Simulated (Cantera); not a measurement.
A perfectly stirred reactor is fed with 8.72 % CH₄, 3.84 % H₂, 17.6 % O₂, 66.2 % N₂, 3.66 % CO₂, at 3750 Torr; it is adiabatic with a 375 K inlet, and is followed from long to short residence time, starting on the burning branch (τ in s: 0.023, 0.01, 0.0045, 0.002, 0.00088, 0.00039, 0.00017, 7.5e-05, 3.3e-05, 1.5e-05).

Computed with Cantera and GRI-Mech 3.0 (53 species, 325 reactions).

Task: Predict: blow-out, bracketed by the residence times tried; x(CH₄) at τ = 23.0 ms; x(H₂) at τ = 23.0 ms; x(O₂) at τ = 23.0 ms; x(H₂O₂) at τ = 23.0 ms; x(C₂H₂) at τ = 23.0 ms; x(CH₄) at τ = 0.390 ms; x(H₂) at τ = 0.390 ms; x(O₂) at τ = 0.390 ms; x(H₂O₂) at τ = 0.390 ms; x(C₂H₂) at τ = 0.390 ms.

Result: 
```json
{
  "blow_out_bracketed_by_the_residence_times_tried": "burning at 75.0 µs, out at 33.0 µs",
  "x(CH₄) at τ = 23.0 ms": "1.40e-5",
  "x(H₂) at τ = 23.0 ms": "0.0103",
  "x(O₂) at τ = 23.0 ms": "0.000567",
  "x(H₂O₂) at τ = 23.0 ms": "5.56e-8",
  "x(C₂H₂) at τ = 23.0 ms": "4.72e-8",
  "x(CH₄) at τ = 0.390 ms": "0.000150",
  "x(H₂) at τ = 0.390 ms": "0.0135",
  "x(O₂) at τ = 0.390 ms": "0.00550",
  "x(H₂O₂) at τ = 0.390 ms": "3.90e-7",
  "x(C₂H₂) at τ = 0.390 ms": "9.65e-7"
}
```
